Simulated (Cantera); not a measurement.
Input: 1 mol Si, 7.9 mol H2, 0.012 mol O2, equilibrated at 10000 Pa.

Cantera equilibrium calculation (NASA polynomials, part measured and part estimated; ideal gas, pure solids and liquids). Candidate condensed phases: H2O, Si, SiO2; 18 gas species. Mutual solubility and eutectic melting of coexisting phases are not modelled. The tables hold silica as quartz up to 1696 K and as liquid above; real silica turns to tridymite and cristobalite and melts near 1996 K. Gases not in the tables: Si2H6 and higher silanes. Rates play no part.

log p: log10 of the partial pressure in bar; n: condensed amount in mol.

| T (K) | log p H2 | log p SiO | log p H | log p SiH2 | log p Si | log p SiH | log p H2O | n Si(s) | n SiO2(α-quartz) | n SiO2(β-quartz) | n Si(l) |
|---|---|---|---|---|---|---|---|---|---|---|---|
| 623 | -1.00 | <-13 | <-13 | <-13 | <-13 | <-13 | <-13 | 0.988 | 0.0120 | 0 | 0 |
| 723 | -1.00 | <-13 | <-13 | <-13 | <-13 | <-13 | <-13 | 0.988 | 0.0120 | 0 | 0 |
| 823 | -1.00 | <-13 | -11.63 | <-13 | <-13 | <-13 | -12.32 | 0.988 | 0.0120 | 0 | 0 |
| 923 | -1.00 | -10.80 | -10.11 | -12.08 | <-13 | <-13 | -10.91 | 0.988 | 0 | 0.0120 | 0 |
| 1023 | -1.00 | -8.88 | -8.88 | -10.74 | <-13 | <-13 | -9.77 | 0.988 | 0 | 0.0120 | 0 |
| 1123 | -1.00 | -7.30 | -7.87 | -9.65 | <-13 | [?] | -8.84 | 0.988 | 0 | 0.0120 | 0 |
| 1223 | -1.00 | -5.99 | -7.02 | -8.73 | -11.49 | [?] | -8.07 | 0.988 | 0 | 0.0120 | 0 |
| 1323 | -1.00 | -4.88 | -6.30 | -7.95 | -10.05 | [?] | -7.42 | 0.987 | 0 | 0.0115 | 0 |
| 1423 | -1.00 | -3.93 | -5.68 | -7.28 | -8.82 | [?] | -6.86 | 0.983 | 0 | 0.00733 | 0 |
| 1523 | -1.00 | -3.52 | -5.14 | -6.70 | -7.74 | [?] | -6.79 | 0.976 | 0 | 0 | 0 |
| 1623 | -1.00 | -3.52 | -4.66 | -6.19 | -6.81 | [?] | -7.08 | 0.976 | 0 | 0 | 0 |
| 1723 | -1.00 | -3.52 | -4.24 | -5.77 | -6.01 | [?] | -7.31 | 0 | 0 | 0 | 0.976 |

Question: Some entries are withheld; supply them.

Answer: 
- 1123, log p SiH: -12.29
- 1223, log p SiH: -10.88
- 1323, log p SiH: -9.69
- 1423, log p SiH: -8.66
- 1523, log p SiH: -7.78
- 1623, log p SiH: -7.00
- 1723, log p SiH: -6.35
